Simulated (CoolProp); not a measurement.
Vapour-liquid equilibrium of CH2F2 (R32) (1) + R123 (2) at -28.15 °C; x and y are mole fractions of (1).

Values from CoolProp's multi-fluid Helmholtz-energy mixture model, Tillner-Roth 1997 and Younglove 1994; pair parameters Bell 2016.

Task: Give the bubble pressure and the first vapour's composition at x = 0.65, 0.75, 0.95. Is there an azeotrope?

Result: x = 0.65: 0.2134 MPa, y = 0.981; x = 0.75: 0.2336 MPa, y = 0.986; x = 0.95: 0.2806 MPa, y = 0.997. No azeotrope shows between x = 0.05 and 0.95.

Pair parameters are fitted to limited data, so mixtures are less certain than the pure fluids.
